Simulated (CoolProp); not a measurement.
n-undecane along the isobar 1860 kPa: Z from the reference equation and from simpler models built on Tc = 638.8 K, pc = 1990 kPa, ω = 0.539; each cubic takes its own stable root.

Values from CoolProp's reference Helmholtz-energy equation of state, Aleksandrov 2011. It is a short technical equation, of lower accuracy than the large ones.

```csv
T (K),phase,reference,Redlich-Kwong,Peng-Robinson
340.4,liquid,0.1455,0.1827,?
358.1,liquid,?,0.1768,?
375.8,liquid,0.1370,0.1717,0.1440
393.5,liquid,0.1335,0.1674,0.1397
411.3,liquid,0.1305,0.1637,0.1360
429,liquid,?,0.1607,0.1329
446.7,liquid,?,?,0.1304
464.4,liquid,?,0.1565,0.1284
482.1,liquid,?,0.1554,0.1271
```

### Question
Complete the blanks.

### Answer

- 340.4, Peng-Robinson: 0.1546
- 358.1, reference: 0.1410
- 358.1, Peng-Robinson: 0.1490
- 429, reference: 0.1279
- 446.7, reference: 0.1257
- 446.7, Redlich-Kwong: 0.1583
- 464.4, reference: 0.1239
- 482.1, reference: 0.1225
